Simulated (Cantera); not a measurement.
Charge: 1 mol Cu₂O, 4.2 mol C, 0.49 mol N₂, at 1000 °C and 308 Torr.

Method: chemical equilibrium by Gibbs-energy minimisation in Cantera with the NASA 1993 tables (ideal gas, pure condensed phases). Candidate condensed phases: C, Cu, CuO, Cu₂O; 27 gas species. Rates play no part.

### Question
What is the equilibrium state?

### Answer
```
Property           Result
--------------  ---------
x(CO)               0.669
x(N₂)               0.329
x(CO₂)            0.00132
n(C(graphite))   3.20 mol
n(Cu(s))         2.00 mol
gas amount      1.488 mol
```
